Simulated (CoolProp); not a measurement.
A Linde-Hampson liquefier for oxygen: isothermal reversible compression at 200 K from 1 atm to 25 MPa, throttling to 1 atm, return gas leaving the recuperator 0 K below the feed. Each further row changes one setting.

Model: reference Helmholtz-energy equation of state, Schmidt 1985, in CoolProp.

| case | liquid yield per pass | compression work (kJ/kg of gas) |
|---|---|---|
| as stated | ___ | 254 |
| high pressure 50 MPa | ___ | 287 |
| warm-end temperature 230 K | ___ | ___ |
| warm-end gap 5 K | ___ | 254 |

Question: What belongs in the gaps?

Answer: 
- as stated, liquid yield per pass: 0.359
- high pressure 50 MPa, liquid yield per pass: 0.372
- warm-end temperature 230 K, liquid yield per pass: 0.256
- warm-end temperature 230 K, compression work (kJ/kg of gas): 307
- warm-end gap 5 K, liquid yield per pass: 0.350
